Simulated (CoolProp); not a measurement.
Vapour-liquid equilibrium of R22 (1) + C3F8 (R218) (2) at 0.0278 MPa; x and y are mole fractions of (1).

Model: multi-fluid Helmholtz-energy mixture model, Kamei 1995 and Lemmon 2006; pair parameters Bell 2016, in CoolProp.

| x | bubble temperature, mixture model (°C) | bubble temperature, Raoult's law (°C) | y, mixture model | y, Raoult's law |
|---|---|---|---|---|
| 0.05 | … | -62.0 | 0.199 | 0.060 |
| 0.125 | -67.7 | -62.3 | … | 0.148 |
| 0.2 | -69.4 | -62.5 | 0.470 | 0.233 |
| 0.275 | -70.3 | -62.8 | … | 0.316 |
| 0.35 | -70.8 | -63.0 | … | 0.396 |
| 0.425 | -71.0 | -63.3 | 0.574 | 0.473 |
| 0.5 | -71.1 | -63.5 | 0.583 | 0.549 |
| 0.575 | -71.1 | -63.8 | 0.588 | 0.622 |
| 0.65 | -71.1 | -64.0 | 0.591 | 0.693 |
| 0.725 | -71.1 | -64.3 | … | 0.762 |
| 0.8 | -70.8 | -64.5 | … | 0.830 |
| 0.875 | -70.2 | -64.7 | 0.666 | 0.895 |
| 0.95 | … | -64.9 | … | 0.959 |

Problem. Some entries are withheld; supply them.

Solution. 
- 0.05, bubble temperature, mixture model (°C): -64.8
- 0.125, y, mixture model: 0.373
- 0.275, y, mixture model: 0.525
- 0.35, y, mixture model: 0.556
- 0.725, y, mixture model: 0.599
- 0.8, y, mixture model: 0.618
- 0.95, bubble temperature, mixture model (°C): -68.2
- 0.95, y, mixture model: 0.793

The largest gap from Raoult's law is -7.8 K in bubble temperature, at x = 0.35. y crosses x between x = 0.575 and 0.65: the model has an azeotrope there.

Pair parameters are fitted to limited data, so mixtures are less certain than the pure fluids.
